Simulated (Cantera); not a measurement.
A freely propagating, adiabatic, planar premixed flame of H2 : O2 : N2 = 1 : 0.312 : 1.17 (molar parts), equivalence ratio 1.6, unburnt at 373 K and 5.30 bar; mixture-averaged transport, grid criteria slope 0.08 and curve 0.16, no radiation.

Cantera simulation using the H2/O2 subset of GRI-Mech 3.0, which has no nitrogen chemistry; the numbers are that mechanism's predictions, not measurements. The hydrogen kinetics of GRI-Mech 3.0 are dated; newer H2 mechanisms differ, most at raised pressure. Burning velocities carry a grid error of a few per cent, more on coarse grids.

**Question.** Predict: laminar burning velocity; thermal thickness; peak x(HO2); peak x(O); peak x(H2O2).

**Answer.** 
| Property | Result |
|---|---|
| laminar burning velocity | 418 cm/s |
| thermal thickness | 0.0427 mm |
| peak x(HO2) | 0.00121 |
| peak x(O) | 0.00301 |
| peak x(H2O2) | 0.000140 |
